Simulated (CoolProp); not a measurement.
Tetradecamethylhexasiloxane (MD4M) along the isobar 3.51 MPa: fugacity coefficient from the reference equation and from simpler models built on Tc = 380.0 °C, pc = 0.8286 MPa, ω = 0.800; each cubic takes its own stable root.

Model: reference Helmholtz-energy equation of state, Thol 2019, in CoolProp.

```tsv
T (°C)	phase	reference	Redlich-Kwong	Soave-Redlich-Kwong
23.65	liquid	3.676e-7	0.0003205	7.891e-7
63.05	liquid	1.367e-5	0.001819	2.075e-5
102.45	liquid	0.0001896	0.006509	0.0002371
141.85	liquid	0.001342	0.01708	0.001518
181.25	liquid	0.005905	0.03606	0.006398
220.65	liquid	0.01842	0.06501	0.01978
260.05	liquid	0.04454	0.1042	0.04828
299.45	liquid	0.08887	0.1527	0.09803
338.85	liquid	0.1531	0.2087	0.1719
```
